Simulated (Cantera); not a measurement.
**Diamond growth**

A diamond (100) surface in a fixed gas of H2 with x(CH4) = 0.0029, x(H) = 0.0005, x(CH3) = 3.1e-05, at 1100 K; coverages are run to steady state.

Computed with Cantera and the Harris–Goodwin 1993 mechanism for the reconstructed diamond (100) surface.

```json
[
 {"P (Pa)": "1400", "growth (µm/h)": "0.0306", "θ c6HH": "0.532", "θ c6H*": "0.0268", "θ c6*H": "0.425", "θ c6**": "0.0132", "θ c6HM": "0.00140"},
 {"P (Pa)": "2000", "growth (µm/h)": "0.0548", "θ c6HH": "0.532", "θ c6H*": "0.0268", "θ c6*H": "0.425", "θ c6**": "0.0132", "θ c6HM": "0.00194"},
 {"P (Pa)": "2700", "growth (µm/h)": "0.0903", "θ c6HH": "0.531", "θ c6H*": "0.0268", "θ c6*H": "0.424", "θ c6**": "0.0132", "θ c6HM": "0.00253"},
 {"P (Pa)": "3800", "growth (µm/h)": "0.160", "θ c6HH": "0.531", "θ c6H*": "0.0267", "θ c6*H": "0.424", "θ c6**": "0.0132", "θ c6HM": "0.00338"},
 {"P (Pa)": "5200", "growth (µm/h)": "0.271", "θ c6HH": "0.530", "θ c6H*": "0.0267", "θ c6*H": "0.423", "θ c6**": "0.0132", "θ c6HM": "0.00434"},
 {"P (Pa)": "7300", "growth (µm/h)": "0.474", "θ c6HH": "0.529", "θ c6H*": "0.0267", "θ c6*H": "0.422", "θ c6**": "0.0131", "θ c6HM": "0.00559"},
 {"P (Pa)": "10000", "growth (µm/h)": "0.787", "θ c6HH": "0.528", "θ c6H*": "0.0266", "θ c6*H": "0.422", "θ c6**": "0.0131", "θ c6HM": "0.00692"},
 {"P (Pa)": "14000", "growth (µm/h)": "1.33", "θ c6HH": "0.527", "θ c6H*": "0.0265", "θ c6*H": "0.420", "θ c6**": "0.0131", "θ c6HM": "0.00848"}
]
```
θ: site fractions in the mechanism's names (c6HH fully hydrogenated, c6H* and c6*H radical sites, c6** diradical, c6HM methylated).
